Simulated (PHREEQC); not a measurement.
Consider water at 25 °C with 9.9 mmol/kgw CaCl2, 0.07 mmol/kgw NaF and 0.097 mmol/kgw NaCl. Closed to the air; pH follows from the charge balance.

Equilibrium calculation in PHREEQC: ion-association model, phreeqc.dat.

**Question.** The ionic strength comes out as 0.0299 mol/kgw. What activity coefficients do F-, Cl-, Ca+2, Na+ get?

**Answer.** F- 0.84, Cl- 0.85, Ca+2 0.54, Na+ 0.85.

This is a speciation only: nothing precipitates in the calculation. Complexes and solids missing from the database can't appear.
